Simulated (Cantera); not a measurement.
Charge: 1 mol SiF4, 10 mol NH3, 6.8 mol H2, at 902 °C and 0.0100 bar.

These are equilibrium values from Cantera (NASA tables, ideal gas, pure condensed phases), not measurements of a reactor. The tables' values for SiF3 are old estimates; treat these amounts as uncertain. Rates play no part.

```csv
species,before,after
H2,0.783,0.782
N2,0.180,0.180
SiF4,0.0351,0.0347
HF,0.00188,0.00245
SiF3,0.000205,0.000428
SiHF3,0.000360,0.000470
"Si3N4(s), mol",0.00303,0.00356
```
Gas species are given as mole fractions.

### Question
What was changed between the two runs?
A) temperature from 902 °C to 950 °C
B) NH3 from 10 to 0.23 mol
C) temperature from 902 °C to 750 °C
D) temperature from 902 °C to 1175 °C

### Answer
A, temperature from 902 °C to 950 °C
